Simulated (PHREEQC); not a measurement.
1 kg of water holding 5.9 mmol/kgw NaCl, 120 mmol/kgw K2SO4 and 11 mmol/kgw Na2SO4 is evaporated at 25 °C; the solids stay in contact with the brine. The system is closed to CO2. Only these solids could form: Arcanite, Glaserite, Halite, Mirabilite, Misenite, Sylvite, Thenardite.

The series has 28 steps of water left (kg), from 1 to 0.005012.

Equilibrium calculation in PHREEQC: Pitzer model, pitzer.dat.

### Question
Which solids form, in which order, and at which step of the series does each first stand?

### Answer
Arcanite from water left = 0.1711 kg; Glaserite from water left = 0.01979 kg.

Species that the database lacks are ignored.
